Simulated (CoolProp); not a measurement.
Vapour-liquid equilibrium of isopentane (1) + R365MFC (2) at 411 K; x and y are mole fractions of (1).

Computed with CoolProp (multi-fluid Helmholtz-energy mixture model, Lemmon 2006 and Lemmon 2016; pair parameters Bell 2016).

| x | bubble pressure (kPa) | y at the bubble point | dew pressure at overall composition x (kPa) | liquid density (mol/L) |
|---|---|---|---|---|
| 0.05 | 1433 | 0.090 | 1390 | ? |
| 0.125 | 1552 | 0.198 | 1471 | 6.268 |
| 0.2 | 1649 | 0.284 | 1555 | 6.184 |
| 0.275 | 1724 | 0.355 | 1639 | 6.109 |
| 0.35 | 1781 | 0.417 | 1719 | 6.048 |
| 0.425 | 1821 | 0.473 | 1787 | 6.004 |
| 0.5 | 1845 | 0.526 | 1835 | ? |
| 0.575 | 1854 | ? | 1854 | 5.987 |
| 0.65 | 1847 | 0.629 | 1840 | ? |
| 0.725 | 1823 | 0.685 | 1796 | 6.080 |
| 0.8 | 1779 | 0.747 | 1731 | 6.165 |
| 0.875 | 1710 | 0.821 | 1653 | ? |
| 0.95 | 1606 | 0.917 | 1569 | ? |

Task: What belongs in the gaps?

Result: 
- 0.05, liquid density (mol/L): 6.359
- 0.5, liquid density (mol/L): 5.983
- 0.575, y at the bubble point: 0.577
- 0.65, liquid density (mol/L): 6.020
- 0.875, liquid density (mol/L): 6.273
- 0.95, liquid density (mol/L): 6.398

y crosses x between x = 0.575 and 0.65: the model has an azeotrope there.

The pair parameters rest on a limited set of measurements; away from them the model extrapolates.
